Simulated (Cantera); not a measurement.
Equilibrium for carbothermic reduction: MgO + C + CO

Feed: 1 mol MgO, 4.8 mol C, 0.12 mol CO, held at 1600 °C and 92.0 Pa.

Equilibrium computed with Cantera from the NASA thermochemical tables; the gas is ideal and each condensed phase is pure. Candidate condensed phases: C, Mg, MgCO₃, MgO; 15 gas species. The numbers say what is thermodynamically allowed, not how fast it happens.

```yaml
x(CO): 0.528
x(Mg): 0.472
n(C(graphite)): 3.80 mol
gas_amount: 2.120 mol
log10 activity of Mg(l) (absent): -4.66
```
